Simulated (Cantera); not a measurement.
Ignition delay

Mixture: 6.38 % CH4, 19.6 % O2, 74.0 % N2, equivalence ratio 0.65, at 0.500 bar, adiabatic and at constant volume. Ignition delay is the time to a rise of 400 K.

Detailed kinetics in Cantera: GRI-Mech 3.0 (53 species, 325 reactions).

```tsv
T0 (K)	delay (ms)
1200	62.1
1300	15.4
1400	4.60
1500	1.68
1600	0.734
1700	0.364
1800	0.197
1900	0.115
2000	0.0708
```

```yaml
apparent activation energy between 1800 and 2000 K: 150 kJ/mol
```
